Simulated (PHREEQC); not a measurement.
A made-up water analysis in mg/kgw, 25 °C, pH 6.31, pe 11.7:

```csv
constituent,mg/kgw
Na,3870
K,43.9
Ca,401
Mg,630
Cl,8080
S(6) as SO4,830
Alkalinity as HCO3,47.4
Cd,6.7
```

Cl is adjusted to close the charge balance.
Valence states are taken as typed.

The numbers come from PHREEQC with the ion-association model, phreeqc.dat.

Precipitation was switched off in this run.

**Question.** Order these Mg species by the share of Mg that they hold, largest first: MgHCO3+, MgSO4, Mg+2.

**Answer.** Mg+2 (92 %), MgSO4 (8.2 %), MgHCO3+ (0.24 %)

**Question.** Order these Cd species by the share of Cd that they hold, largest first: CdCl3-, CdCl+, CdCl2, CdSO4, Cd+2.

**Answer.** CdCl+ (59 %), CdCl2 (26 %), Cd+2 (10 %), CdCl3- (3.7 %), CdSO4 (1.0 %)

The pH is 6.31 and the ionic strength 0.273 mol/kgw.
